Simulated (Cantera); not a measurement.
Charge: 1 mol CH₃F, 0.26 mol HCl, 0.72 mol H₂, equilibrated at 770 Pa.

Method: chemical equilibrium by Gibbs-energy minimisation in Cantera with the NASA 1993 tables (ideal gas, pure condensed phases). Candidate condensed phases: C, C₆H₆, C₇H₈, C₈H₁₈; 118 gas species. Kinetics and transport are ignored.

### Question
At 2098 K, list the 6 most abundant gas species with their mole fractions, and the condensed phases.

### Answer
H₂ 0.556, HF 0.331, HCl 0.0831, H 0.0262, Cl 0.00288, C₂H₂ (acetylene) 0.000794. Condensed: C(graphite).
